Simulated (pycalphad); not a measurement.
**Effect of Al content in Mg-Si-Al**

All values are pycalphad results on the COST 507 light-alloy database (1999) (1 atm), not direct measurements. The data set is of 1999 and partly superseded. Phase fractions are per mole of atoms. Kinetics are ignored, which matters at the lower temperatures.

```json
[
 {"alloy": "Mg-0.8171Si-2.985Al (wt.%)", "liquidus (K)": "902", "first solid": "HCP_A3", "solidus (K)": "858", "phases at 400 K": "HCP_A3 0.94, ALMG_GAMMA 0.04, MG2SI 0.02"},
 {"alloy": "Mg-0.8163Si-3.976Al (wt.%)", "liquidus (K)": "897", "first solid": "HCP_A3", "solidus (K)": "840", "phases at 400 K": "HCP_A3 0.92, ALMG_GAMMA 0.06, MG2SI 0.02"},
 {"alloy": "Mg-0.8131Si-7.921Al (wt.%)", "liquidus (K)": "876", "first solid": "HCP_A3", "solidus (K)": "771", "phases at 400 K": "HCP_A3 0.83, ALMG_GAMMA 0.15, MG2SI 0.02"},
 {"alloy": "Mg-0.8099Si-11.84Al (wt.%)", "liquidus (K)": "…", "first solid": "HCP_A3", "solidus (K)": "…", "phases at 400 K": "…"},
 {"alloy": "Mg-0.8067Si-15.72Al (wt.%)", "liquidus (K)": "832", "first solid": "HCP_A3", "solidus (K)": "709", "phases at 400 K": "HCP_A3 0.65, ALMG_GAMMA 0.33, MG2SI 0.02"}
]
```

Problem. Complete the blanks.

Solution. 
- Mg-0.8099Si-11.84Al (wt.%), liquidus (K): 855
- Mg-0.8099Si-11.84Al (wt.%), solidus (K): 716
- Mg-0.8099Si-11.84Al (wt.%), phases at 400 K: HCP_A3 0.74, ALMG_GAMMA 0.24, MG2SI 0.02

Database names, with the compositions (at.%) that they take in these runs: MG2SI: Mg 67 Si 33; ALMG_GAMMA: Mg 59 Al 40. HCP_A3 is hcp.
